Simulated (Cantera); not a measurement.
A Cantera script and its output.

```python
import numpy as np
import cantera as ct

gas = ct.Solution("gri30.yaml")
gas.TPX = 375, 140000, {'CH4': 1, 'O2': 1.33, 'N2': 5.01, 'H2O': 0.3}
inlet = ct.Reservoir(gas, clone=True)
gas.equilibrate("HP")  # start burning
reactor = ct.IdealGasConstPressureReactor(gas, energy="on", clone=False)
exhaust = ct.Reservoir(gas, clone=True)
tau = [0.048, 0.02, 0.0083, 0.0034, 0.0014, 0.0006, 0.00025, 0.0001, 4.3e-05, 1.8e-05, 7.5e-06, 3.1e-06][0]
for a, b in ((inlet, reactor), (reactor, exhaust)):
    ct.MassFlowController(a, b, mdot=lambda t: reactor.mass / tau)
net = ct.ReactorNet([reactor])
show = ['CH4', 'O2', 'H2O', 'C2H2', 'HCN', 'HO2']

rows = []
print(f"{'tau/s':>10s}{'T/K':>9s}" + "".join(f"{s:>11s}" for s in show))
for tau in [0.048, 0.02, 0.0083, 0.0034, 0.0014, 0.0006, 0.00025, 0.0001, 4.3e-05, 1.8e-05, 7.5e-06, 3.1e-06]:
    net.initial_time = 0.0
    net.advance(30 * tau)
    before = gas.X
    net.advance(40 * tau)
    drift = np.max(np.abs(gas.X - before) / (gas.X + 1e-9))
    rows.append([gas.T, *gas[show].X, drift])
    print(f"{tau:10.3e}{gas.T:9.1f}" + "".join(f"{x:11.3e}" for x in gas[show].X))
```

Result:

```
     tau/s      T/K        CH4         O2        H2O       C2H2        HCN        HO2
 4.800e-02   1905.9  3.093e-03  5.949e-04  1.992e-01  1.652e-03  4.173e-05  1.241e-07
 2.000e-02   1903.5  3.926e-03  1.177e-03  2.011e-01  2.300e-03  4.487e-05  2.777e-07
 8.300e-03   1894.3  4.801e-03  2.282e-03  2.025e-01  2.829e-03  4.399e-05  6.410e-07
 3.400e-03   1871.9  5.988e-03  4.534e-03  2.029e-01  3.187e-03  3.601e-05  1.607e-06
 1.400e-03   1811.3  8.761e-03  1.053e-02  2.009e-01  3.317e-03  1.649e-05  5.070e-06
 6.000e-04    375.0  1.309e-01  1.741e-01  3.927e-02 -8.861e-17 -5.368e-19 -1.696e-18
 2.500e-04    375.0  1.309e-01  1.741e-01  3.927e-02  9.038e-19  5.475e-21  1.730e-20
 1.000e-04    375.0  1.309e-01  1.741e-01  3.927e-02  3.777e-21  2.288e-23  7.230e-23
 4.300e-05    375.0  1.309e-01  1.741e-01  3.927e-02  2.386e-22  1.445e-24  4.567e-24
 1.800e-05    375.0  1.309e-01  1.741e-01  3.927e-02  1.507e-23  9.130e-26  2.885e-25
 7.500e-06    375.0  1.309e-01  1.741e-01  3.927e-02  9.520e-25  5.767e-27  1.822e-26
 3.100e-06    375.0  1.309e-01  1.741e-01  3.927e-02  6.013e-26  3.643e-28  1.151e-27
```

Cantera simulation using GRI-Mech 3.0 (53 species, 325 reactions); the numbers are that mechanism's predictions, not measurements.
